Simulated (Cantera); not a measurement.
Feed: 1 mol Si2H6, 95 mol H2, at 0.300 bar.

Cantera equilibrium calculation (NASA polynomials, part measured and part estimated; ideal gas, pure solids and liquids). Candidate condensed phases: Si; 9 gas species. The feed counts by its element totals alone. Gases not in the tables: Si2H6 and higher silanes. The numbers say what is thermodynamically allowed, not how fast it happens.

### Question
Which condensed phases are stable at each of these points (T (K)): 1000, 1100, 1200, 1300, 1400, 1500, 1600, 1700?

### Answer
```
T (K)  condensed phases  Si condensed (%)
-----  ----------------  ----------------
1000              Si(s)             100.0
1100              Si(s)             100.0
1200              Si(s)             100.0
1300              Si(s)             100.0
1400              Si(s)             100.0
1500              Si(s)             100.0
1600              Si(s)             100.0
1700              Si(l)              99.9
```

From 1000 K to 1600 K the condensed part is Si(s). At 1700 K the condensed part is Si(l).
